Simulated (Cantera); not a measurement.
A perfectly stirred reactor is fed with 0.477 % CH₂O, 4.10 % O₂, 95.4 % N₂, at 4.20 bar; it is held at 1450 K, and followed from long to short residence time.

Model: GRI-Mech 3.0 (53 species, 325 reactions), integrated in Cantera.

x: mole fraction; the columns are a selection and need not sum to one.

| τ (s) | x CH₂O | x O₂ | x C₂H₂ | x HCO | x NO₂ | x N₂O | x CH₂CO |
|---|---|---|---|---|---|---|---|
| 14 | 5.16e-8 | 0.0363 | <1e-12 | 1.23e-11 | 1.39e-8 | 1.81e-7 | <1e-12 |
| 5.0 | (withheld) | 0.0363 | <1e-12 | 3.46e-11 | (withheld) | (withheld) | <1e-12 |
| 1.7 | 2.49e-7 | 0.0363 | <1e-12 | 1.02e-10 | 2.57e-8 | 5.19e-7 | <1e-12 |
| 0.60 | 5.32e-7 | 0.0363 | <1e-12 | 2.88e-10 | 3.62e-8 | 8.77e-7 | <1e-12 |
| 0.21 | 1.13e-6 | 0.0363 | <1e-12 | 8.22e-10 | 4.73e-8 | 1.42e-6 | <1e-12 |
| 0.072 | 2.40e-6 | 0.0363 | <1e-12 | 2.39e-9 | 5.19e-8 | 2.08e-6 | <1e-12 |
| 0.025 | 4.97e-6 | 0.0364 | <1e-12 | 6.87e-9 | 4.33e-8 | 2.52e-6 | <1e-12 |
| 0.0086 | 1.03e-5 | 0.0366 | <1e-12 | 1.99e-8 | 2.59e-8 | 2.41e-6 | <1e-12 |
| 0.0030 | (withheld) | 0.0369 | <1e-12 | (withheld) | (withheld) | (withheld) | <1e-12 |

### Question
Fill in the missing entries.

### Answer

- 5.0, x CH₂O: 1.12e-7
- 5.0, x NO₂: 1.80e-8
- 5.0, x N₂O: 2.99e-7
- 0.0030, x CH₂O: 2.15e-5
- 0.0030, x HCO: 5.64e-8
- 0.0030, x NO₂: 1.14e-8
- 0.0030, x N₂O: 1.80e-6
